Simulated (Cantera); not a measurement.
A perfectly stirred reactor is fed with H2 : O2 = 0.17 : 1 (molar parts), equivalence ratio 0.085, at 0.0132 atm; it is held at 1175 K, and followed from long to short residence time.

Computed with Cantera and GRI-Mech 3.0 (53 species, 325 reactions). Radical loss at walls, strong at low pressure, is not modelled. The temperature is held fixed by assumption; the heat of reaction is taken as removed at once.

Task: What does this change do: H2 0.17 to 0.035 parts?

Result: 
```csv
quantity,before,after
x(H2) at τ = 6.90 s,0.000148,4.22e-5
x(O2) at τ = 6.90 s,0.842,0.965
x(OH) at τ = 6.90 s,0.000912,0.000433
x(H) at τ = 6.90 s,6.46e-5,2.69e-5
x(O) at τ = 6.90 s,0.000805,0.000813
x(H2) at τ = 98.0 ms,0.00206,0.000501
x(O2) at τ = 98.0 ms,0.829,0.955
x(OH) at τ = 98.0 ms,0.00371,0.00163
x(H) at τ = 98.0 ms,0.00406,0.00124
x(O) at τ = 98.0 ms,0.0123,0.00976
```

Task: What does this change do: temperature 1175 to 1400 K?

Result: 
| quantity | before | after |
|---|---|---|
| x(H2) at τ = 6.90 s | 0.000148 | 0.000157 |
| x(O2) at τ = 6.90 s | 0.842 | 0.841 |
| x(OH) at τ = 6.90 s | 0.000912 | 0.00230 |
| x(H) at τ = 6.90 s | 6.46e-5 | 0.000103 |
| x(O) at τ = 6.90 s | 0.000805 | 0.00156 |
| x(H2) at τ = 98.0 ms | 0.00206 | 0.00222 |
| x(O2) at τ = 98.0 ms | 0.829 | 0.816 |
| x(OH) at τ = 98.0 ms | 0.00371 | 0.00863 |
| x(H) at τ = 98.0 ms | 0.00406 | 0.00590 |
| x(O) at τ = 98.0 ms | 0.0123 | 0.0232 |
